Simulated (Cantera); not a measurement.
A closed system holds: 1 mol trisilylamine, 34 mol N₂, 17 mol H₂, at 0.233 Torr.

Cantera equilibrium calculation (NASA polynomials, part measured and part estimated; ideal gas, pure solids and liquids). Candidate condensed phases: Si, Si₃N₄; 18 gas species. The feed counts by its element totals alone. Kinetics and transport are ignored.

What share of the Si ends up in condensed phases as a function of T (K), at 1400, 1450, 1500, 1550, 1600, 1650, 1700?


```
T (K)  Si condensed (%)        as
-----  ----------------  --------
1400              100.0  Si₃N₄(s)
1450              100.0  Si₃N₄(s)
1500              100.0  Si₃N₄(s)
1550               99.8  Si₃N₄(s)
1600               99.4     Si(s)
1650               98.3     Si(s)
1700               95.6     Si(l)
```
